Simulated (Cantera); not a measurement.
Charge: 1 mol SiC, 0.0025 mol Si, 0.53 mol H₂, held at 2.80 mbar.

Cantera equilibrium calculation (NASA polynomials, part measured and part estimated; ideal gas, pure solids and liquids). Candidate condensed phases: C, C₆H₆, C₇H₈, C₈H₁₈, Si, SiC; 87 gas species. Mutual solubility and eutectic melting of coexisting phases are not modelled. Gases not in the tables: Si₂H₆ and higher silanes. The numbers say what is thermodynamically allowed, not how fast it happens.

x: gas mole fraction; n: condensed amount in mol.

| T (K) | x H₂ | x H | x Si | x SiC₂ | x Si₂C | x C₃ | x C₂H₂ (acetylene) | n Si(s) | n SiC(s) | n Si(l) | n C(graphite) |
|---|---|---|---|---|---|---|---|---|---|---|---|
| 1623 | 0.999 | 0.00131 | 5.59e-5 | 3.32e-11 | 2.07e-7 | <1e-12 | 4.49e-9 | 0.00246 | 1.00 | 0 | 0 |
| 1723 | 0.996 | 0.00344 | 0.000351 | 8.89e-10 | 2.43e-6 | <1e-12 | 2.50e-8 | 0 | 1.000 | 0.00229 | 0 |
| 1823 | 0.990 | 0.00815 | 0.00158 | 1.88e-8 | 1.89e-5 | <1e-12 | 1.49e-7 | 0 | 1.000 | 0.00157 | 0 |
| 1923 | 0.978 | 0.0176 | 0.00428 | 4.06e-7 | 8.36e-5 | <1e-12 | 1.47e-6 | 0 | 1.000 | 0 | 0 |
| 2023 | 0.960 | … | 0.00443 | … | … | … | … | 0 | 1.000 | 0 | 0 |
| 2123 | 0.927 | 0.0653 | 0.00634 | 0.000292 | 0.000283 | 8.97e-8 | 0.000997 | 0 | 0.998 | 0 | 0 |
| 2223 | 0.863 | 0.112 | 0.0189 | 0.00198 | 0.00120 | 1.37e-6 | 0.00250 | 0 | 0.989 | 0 | 0.00530 |
| 2323 | 0.741 | 0.177 | 0.0623 | 0.00930 | 0.00543 | 9.10e-6 | 0.00359 | 0 | 0.949 | 0 | 0.0309 |
| 2423 | 0.508 | 0.239 | 0.186 | 0.0383 | 0.0217 | 5.15e-5 | 0.00393 | 0 | 0.775 | 0 | 0.136 |
| 2523 | 0.201 | 0.235 | 0.398 | 0.110 | 0.0473 | 0.000253 | 0.00239 | 0 | 0 | 0 | 0.550 |
| 2623 | 0.146 | 0.304 | 0.382 | 0.139 | 0.0220 | 0.00110 | 0.00258 | 0 | 0 | 0 | 0.454 |
| 2723 | … | … | … | … | … | … | 0.00250 | 0 | 0 | 0 | … |
| 2823 | 0.0602 | 0.411 | 0.315 | 0.184 | 0.00435 | 0.0149 | 0.00217 | 0 | 0 | 0 | 0.147 |

**Question.** Some entries are withheld; supply them.

**Answer.** 
- 2023, x H: 0.0352
- 2023, x SiC₂: 1.53e-5
- 2023, x Si₂C: 0.000134
- 2023, x C₃: 3.55e-10
- 2023, x C₂H₂ (acetylene): 6.43e-5
- 2723, x H₂: 0.0977
- 2723, x H: 0.366
- 2723, x Si: 0.352
- 2723, x SiC₂: 0.164
- 2723, x Si₂C: 0.00983
- 2723, x C₃: 0.00425
- 2723, n C(graphite): 0.330
